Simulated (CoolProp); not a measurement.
Vapour-liquid equilibrium of ammonia (1) + benzene (2) at 15.15 °C; x and y are mole fractions of (1).

The numbers come from the multi-fluid Helmholtz-energy mixture model, Gao 2020 and Thol 2012; pair parameters Bell 2016 in CoolProp.

```
x     bubble pressure (kPa)  y at the bubble point  dew pressure at overall composition x (kPa)  liquid density (mol/L)
----  ---------------------  ---------------------  -------------------------------------------  ----------------------
0.05                  117.3                  0.933                                        8.322                   11.76
0.2                   380.2                  0.980                                        9.888                   13.29
0.35                  519.1                  0.986                                        12.18                   15.19
0.5                   571.2                  0.988                                        15.83                   17.65
0.65                  593.5                  0.989                                        22.61                   20.94
0.8                   627.1                  0.991                                        39.54                   25.64
0.95                  697.3                  0.996                                        157.0                   32.89
```

No azeotrope shows between x = 0.05 and 0.95.

Pair parameters are fitted to limited data, so mixtures are less certain than the pure fluids. With so large a gap from Raoult's law the liquid may split in two, which this calculation doesn't test in full.
